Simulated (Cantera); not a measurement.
What does this Cantera script print?

```python
import numpy as np
import cantera as ct

gas_names = """
    H H2 Hg N NH NH2 NH3 N2 N2H2 N2H4
""".split()
cond_names = """
    Hg(cr) Hg(L)
""".split()


def load(file, names, dense=False):
    # The tables refer to 1 bar. Condensed volumes are neglected.
    table = {s.name: s for s in ct.Species.list_from_file(file)}
    out = []
    for n in names:
        d = dict(table[n].input_data)
        d["thermo"] = dict(d["thermo"], **{"reference-pressure": 1e5})
        if dense:
            d["equation-of-state"] = {"model": "constant-volume", "density": "1e6 g/cm^3"}
        out.append(ct.Species.from_dict(d))
    return out


gas = ct.Solution(thermo="ideal-gas", species=load("nasa_gas.yaml", gas_names))
cond = {s.name: ct.Solution(thermo="fixed-stoichiometry", species=[s], name=s.name)
        for s in load("nasa_condensed.yaml", cond_names, dense=True)}
atoms = {
    'Hg': {'Hg': 1},
    'H2': {'H': 2},
    'N2': {'N': 2},
}
top_T = {}  # K; cautious upper limits of use, not melting points


def equilibrate(T, P, feed):
    n = {}
    for name, mol in feed.items():
        for a, k in atoms[name].items():
            n[a] = n.get(a, 0.0) + k * mol
    gas.TPX = T, P, n
    mass = sum(n.values()) * gas.mean_molecular_weight
    gas.equilibrate("TP")
    valid = [c for c in cond.values() if c.min_temp <= T <= top_T.get(c.name, c.max_temp)]
    mix = ct.Mixture([(gas, mass / gas.mean_molecular_weight)] + [(c, 0.0) for c in valid])
    mix.T, mix.P = T, P
    mix.equilibrate("TP", solver="vcs", rtol=1e-11, max_steps=5000)
    return mix


results = []
feed = {'Hg': 1, 'H2': 0.69, 'N2': 7.2}  # mol
T = 1175  # K
P = 10000  # Pa
mix = equilibrate(T, P, feed)
results.append((T, P, feed, dict(zip(mix.species_names, mix.species_moles))))
x = sorted(zip(gas.X, gas.species_names), reverse=True)
print(f"T = {T:g} K  P = {P:g} Pa  gas = {mix.phase_moles(0):.4g} mol")
print("   x: " + "  ".join(f"{s} {v:.3e}" for v, s in x if v > 1e-06))
print("   condensed (mol): " + ("  ".join(f"{mix.phase(i).name} {mix.phase_moles(i):.4g}"
      for i in range(1, mix.n_phases) if mix.phase_moles(i) > 1e-12) or "none"))
```

Result:

```
T = 1175 K  P = 10000 Pa  gas = 8.89 mol
   x: N2 8.099e-01  Hg 1.125e-01  H2 7.761e-02
   condensed (mol): none
```

These are equilibrium values from Cantera (NASA tables, ideal gas, pure condensed phases), not measurements of a reactor.
